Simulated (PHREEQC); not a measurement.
A solution holds 0.0082 mol Ba(OH)2 and 0.0039 mol Zn(NO3)2 per kg of water, at 85 °C. Closed to the air; pH follows from the charge balance.

Equilibrium calculation in PHREEQC: ion-association model, wateq4f.dat.

Each row changes one thing in this solution. Precipitation was switched off in this run.

| case | pH | ionic strength (mol/kgw) | Zn(OH)2 (mol/kgw) | ZnOH+ (mol/kgw) | BaOH+ (mol/kgw) | Zn+2 (mol/kgw) | SI of Zincite(c) (ZnO) |
|---|---|---|---|---|---|---|---|
| as made | 10.39 | 0.0252 | 0.00304 | 0.000570 | 4.14e-6 | 7.63e-7 | +5.93 |
| Zn(NO3)2 replaced by ZnCl2 at the same molality | 10.39 | 0.0252 | 0.00304 | 0.000570 | 4.14e-6 | 7.63e-7 | +5.93 |
| temperature from 85 to 20 °C | 11.82 | 0.0248 | ___ | 1.08e-7 | 0.000116 | 3.32e-10 | +2.50 |
| temperature from 85 to 10 °C | 12.10 | 0.0249 | 0.000556 | 1.37e-8 | 0.000219 | 4.98e-11 | +1.66 |
| Ba(OH)2 replaced by BaBr2 at the same molality | 5.01 | 0.0363 | 2.47e-10 | 1.14e-5 | 1.61e-11 | 0.00388 | -1.16 |
| 0.00076 mol/kgw LiOH added | 10.42 | 0.0259 | 0.00306 | ___ | 4.43e-6 | 6.66e-7 | +5.93 |
| 0.00019 mol/kgw LiF added | 10.39 | 0.0254 | 0.00304 | 0.000571 | 4.13e-6 | 7.65e-7 | +5.93 |
| Zn(NO3)2 from 0.0039 to 0.00585 mol/kgw | 10.20 | 0.0259 | 0.00432 | 0.00127 | 2.64e-6 | 2.65e-6 | +6.08 |
| Zn(NO3)2 from 0.0039 to 0.00039 mol/kgw | 10.64 | 0.0246 | ___ | 3.26e-5 | 7.31e-6 | 2.47e-8 | +4.93 |

Question: Complete the blanks.

Answer: 
- temperature from 85 to 20 °C, Zn(OH)2 (mol/kgw): 0.00102
- 0.00076 mol/kgw LiOH added, ZnOH+ (mol/kgw): 0.000533
- Zn(NO3)2 from 0.0039 to 0.00039 mol/kgw, Zn(OH)2 (mol/kgw): 0.000307

Species that the database lacks are ignored. Some of these states are supersaturated (in Zincite(c) (slow to form), Zn(OH)2-e, Zn(OH)2-a, for instance). At this temperature some constants are extrapolated from 25 °C, and those without enthalpy data are left unchanged.
